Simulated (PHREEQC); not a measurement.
A solution holds 120 mmol/kgw HF and 0.075 mmol/kgw NH4HF2, at 25 °C. Closed to the air; pH follows from the charge balance.

All values are PHREEQC results (ion-association model, phreeqc.dat), not measurements.

| quantity | before | after |
|---|---|---|
| ionic strength (mol/kgw) | 0.0111 | 0.00703 |
| F- (mol/kgw) | 0.00788 | 0.00586 |
| HF2- (mol/kgw) | 0.00320 | 0.00117 |

Q: Name the change that produced these shifts.
A. diluted 2-fold with water
B. 0.0014 mol/kgw KOH added
C. diluted 100-fold with water
D. NH4HF2 left out
E. HF left out

A: A, diluted 2-fold with water

No solid was allowed to form.
